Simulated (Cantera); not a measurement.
Charge: 1 mol B, 0.53 mol NH3, 0.34 mol H2, at 2225 K and 10000 Pa.

These are equilibrium values from Cantera (NASA tables, ideal gas, pure condensed phases), not measurements of a reactor. Candidate condensed phases: B, BN; 15 gas species. Mutual solubility and eutectic melting of coexisting phases are not modelled. The tables' values for BH2 are old estimates; treat these amounts as uncertain. Gases not in the tables: B2H6 and higher boranes. Equilibrium is a limit: real reactors are often held back by kinetics, nucleation or transport.

Base state: H2 0.954, N2 0.0240, H 0.0200, BH2 0.00142, B 3.84e-5, BH3 1.78e-5, BH 1.29e-5 (mole fractions); condensed: B(s) + BN(s).

**Question.** What changes in the equilibrium state with this change: NH3 from 0.53 to 2.2 mol?

**Answer.** 
```json
[
 {"species": "H2", "before": "0.954", "after": "0.840"},
 {"species": "N2", "before": "0.0240", "after": "0.140"},
 {"species": "H", "before": "0.0200", "after": "0.0188"},
 {"species": "BH2", "before": "0.00142", "after": "0.000518"},
 {"species": "BH3", "before": "1.78e-5", "after": "6.07e-6"},
 {"species": "BH", "before": "1.29e-5", "after": "5.01e-6"},
 {"species": "B", "before": "3.84e-5", "after": "1.59e-5"},
 {"species": "B(s), mol", "before": "0.525", "after": "0"},
 {"species": "BN(s), mol", "before": "0.474", "after": "0.998"}
]
```

**Question.** What changes in the equilibrium state with this change: temperature from 2225 K to 1873.15 K?

**Answer.** 
```tsv
species	before	after
H2	0.954	0.998
H	0.0200	0.00204
BH2	0.00142	0.000214
N2	0.0240	0.000156
B	3.84e-5	1.40e-7
BH	1.29e-5	1.66e-7
B(s), mol	0.525	0.470
BN(s), mol	0.474	0.530
```
